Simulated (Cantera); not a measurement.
Cantera run, input and output.

```python
import numpy as np
import cantera as ct

surf = ct.Interface("ptcombust.yaml", "Pt_surf")
gas = surf.adjacent["gas"]
gas.TPX = 300, 8300, {'CH4': 0.082, 'O2': 0.13, 'N2': 0.79}
jet = ct.ImpingingJet(gas=gas, width=0.077, surface=surf)
jet.inlet.mdot, jet.inlet.T, jet.inlet.X = 0.076, 300, {'CH4': 0.082, 'O2': 0.13, 'N2': 0.79}
jet.set_refine_criteria(ratio=10, slope=0.2, curve=0.3)
show, cover = ['CH4', 'O2', 'H2O', 'OH', 'CO', 'CO2'], ["PT(S)", "H(S)", "O(S)", "OH(S)", "CO(S)", "C(S)"]

rows = []
print(f"{'Ts/K':>7s}" + "".join(f"{s:>11s}" for s in show + cover) + "   (gas at the wall, coverages)")
for i, Ts in enumerate([900, 950, 1000, 1050, 1100]):
    jet.surface.T = Ts
    if i == 0:
        surf.TP = Ts, 8300
        surf.coverages = "PT(S):0.5, O(S):0.5"
        surf.advance_coverages(1.0)
        jet.set_initial_guess(products="inlet")
    jet.solve(loglevel=0, auto=(i == 0))
    rows.append([*(jet.X[gas.species_index(s), -1] for s in show), *surf[cover].coverages])
    print(f"{Ts:7g}" + "".join(f"{x:11.3e}" for x in rows[-1]))
```

Output:

```
   Ts/K        CH4         O2        H2O         OH         CO        CO2      PT(S)       H(S)       O(S)      OH(S)      CO(S)       C(S)   (gas at the wall, coverages)
    900  1.211e-02  5.312e-03  1.275e-01  3.427e-10  4.742e-02  3.003e-02  5.675e-01  1.316e-04  3.786e-05  3.350e-05  4.280e-01  4.299e-03
    950  8.570e-03  3.928e-03  1.327e-01  6.780e-10  5.890e-02  2.071e-02  6.831e-01  3.341e-04  1.740e-05  2.010e-05  3.101e-01  6.347e-03
   1000  6.458e-03  3.103e-03  1.344e-01  1.481e-09  6.409e-02  1.714e-02  7.927e-01  6.498e-04  1.158e-05  1.461e-05  2.000e-01  6.629e-03
   1050  5.335e-03  2.673e-03  1.326e-01  3.724e-09  6.383e-02  1.880e-02  8.782e-01  9.170e-04  1.205e-05  1.315e-05  1.163e-01  4.539e-03
   1100  4.810e-03  2.493e-03  1.289e-01  9.838e-09  6.049e-02  2.336e-02  9.332e-01  1.053e-03  1.601e-05  1.322e-05  6.325e-02  2.494e-03
```

Computed with Cantera and Deutschmann's 1995 Pt surface mechanism with GRI-Mech 3.0 gas chemistry. Catalytic surfaces can have several steady states; this one follows from the mechanism file's or the stated starting coverage.
